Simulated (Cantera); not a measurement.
An adiabatic, constant-pressure homogeneous reactor starts with 4.32 % CH4, 20.1 % O2, 75.6 % N2, equivalence ratio 0.43, at 1700 K and 2.47 atm.

Model: GRI-Mech 3.0 (53 species, 325 reactions), integrated in Cantera.

**Question.** Predict: time of steepest temperature rise; temperature at 3.00 s; equilibrium temperature; x(O2) at 3.00 s; x(NO2) at 3.00 s.

**Answer.** 
```
Quantity                                                             Value
---------------------------------  ---------------------------------------
time of steepest temperature rise                                  89.4 µs
temperature at 3.00 s                                               2482 K
equilibrium temperature                                             2482 K
x(O2) at 3.00 s                        0.105 (gas-phase equilibrium 0.105)
x(NO2) at 3.00 s                   1.55e-5 (gas-phase equilibrium 1.55e-5)
```
